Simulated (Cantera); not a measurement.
## HMDSO + CO₂ + N₂ (silicon oxide and oxynitride deposition)

Input: 1 mol HMDSO, 0.14 mol CO₂, 1.2 mol N₂, at 32.0 mbar.

Equilibrium computed with Cantera from the NASA thermochemical tables; the gas is ideal and each condensed phase is pure. Candidate condensed phases: C, C₆H₆, C₇H₈, C₈H₁₈, H₂O, Si, SiC, SiO₂, Si₂N₂O, Si₃N₄; 151 gas species. The feed counts by its element totals alone. N₂ is the only nitrogen source here; it is nearly inert below about 1500 K, so the nitride shown seldom forms there in practice. Mutual solubility and eutectic melting of coexisting phases are not modelled. The tables hold silica as quartz up to 1696 K and as liquid above; real silica turns to tridymite and cristobalite and melts near 1996 K. Rates play no part.

```csv
T (K),x H₂,x CH₄,x N₂,x CO,x NH₃,x H₂O,n C(graphite),n SiO₂(α-quartz),n Si₂N₂O(s),n SiO₂(β-quartz)
748,0.883,0.0827,0.0342,8.63e-7,2.57e-5,2.35e-6,5.43,0.187,0.907,0
798,0.929,0.0383,0.0328,5.22e-6,1.58e-5,3.82e-6,5.80,0.187,0.907,0
848,0.949,0.0185,0.0321,2.56e-5,1.00e-5,5.73e-6,5.97,0,0.907,0.186
898,0.959,0.00942,0.0318,0.000104,6.60e-6,8.09e-6,6.05,0,0.907,0.186
948,0.963,0.00509,0.0316,0.000367,4.50e-6,1.09e-5,6.09,0,0.908,0.184
998,0.965,0.00291,0.0312,0.00113,3.16e-6,1.43e-5,6.10,0,0.910,0.180
1048,0.965,0.00174,0.0305,0.00312,2.27e-6,1.80e-5,6.09,0,0.916,0.167
1098,0.962,0.00108,0.0288,0.00775,1.65e-6,2.19e-5,6.06,0,0.931,0.138
1148,0.957,0.000697,0.0254,0.0173,1.18e-6,2.55e-5,5.97,0,0.961,0.0781
```
x: gas mole fraction; n: condensed amount in mol.

From 748 K to 798 K the condensed part is C(graphite) + SiO₂(α-quartz) + Si₂N₂O(s). From 848 K to 1148 K the condensed part is C(graphite) + SiO₂(β-quartz) + Si₂N₂O(s).
